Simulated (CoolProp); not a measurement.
Vapour-liquid equilibrium of R143a (1) + R1234yf (2) at -10.85 °C; x and y are mole fractions of (1).

The numbers come from the multi-fluid Helmholtz-energy mixture model, Lemmon and Jacobsen 2000 and Lemmon 2022; pair parameters Bell 2016 in CoolProp.

```json
[
 {"x": "0.05", "bubble pressure, mixture model (MPa)": "0.2275", "bubble pressure, Raoult's law (MPa)": "0.2259", "y, mixture model": "0.098", "y, Raoult's law": "0.096"},
 {"x": "0.15", "bubble pressure, mixture model (MPa)": "0.2517", "bubble pressure, Raoult's law (MPa)": "0.2480", "y, mixture model": "0.262", "y, Raoult's law": "0.263"},
 {"x": "0.25", "bubble pressure, mixture model (MPa)": "0.2749", "bubble pressure, Raoult's law (MPa)": "0.2701", "y, mixture model": "0.395", "y, Raoult's law": "0.403"},
 {"x": "0.35", "bubble pressure, mixture model (MPa)": "0.2974", "bubble pressure, Raoult's law (MPa)": "0.2921", "y, mixture model": "0.508", "y, Raoult's law": "0.522"},
 {"x": "0.45", "bubble pressure, mixture model (MPa)": "0.3193", "bubble pressure, Raoult's law (MPa)": "0.3142", "y, mixture model": "0.606", "y, Raoult's law": "0.624"},
 {"x": "0.55", "bubble pressure, mixture model (MPa)": "0.3408", "bubble pressure, Raoult's law (MPa)": "0.3363", "y, mixture model": "0.693", "y, Raoult's law": "0.712"},
 {"x": "0.65", "bubble pressure, mixture model (MPa)": "0.3620", "bubble pressure, Raoult's law (MPa)": "0.3583", "y, mixture model": "0.771", "y, Raoult's law": "0.790"},
 {"x": "0.75", "bubble pressure, mixture model (MPa)": "0.3831", "bubble pressure, Raoult's law (MPa)": "0.3804", "y, mixture model": "0.842", "y, Raoult's law": "0.859"},
 {"x": "0.85", "bubble pressure, mixture model (MPa)": "0.4040", "bubble pressure, Raoult's law (MPa)": "0.4024", "y, mixture model": "0.908", "y, Raoult's law": "0.920"},
 {"x": "0.95", "bubble pressure, mixture model (MPa)": "0.4250", "bubble pressure, Raoult's law (MPa)": "0.4245", "y, mixture model": "0.970", "y, Raoult's law": "0.975"}
]
```

The largest gap from Raoult's law is +1.8 % in bubble pressure, at x = 0.35. No azeotrope shows between x = 0.05 and 0.95.

Pair parameters are fitted to limited data, so mixtures are less certain than the pure fluids.
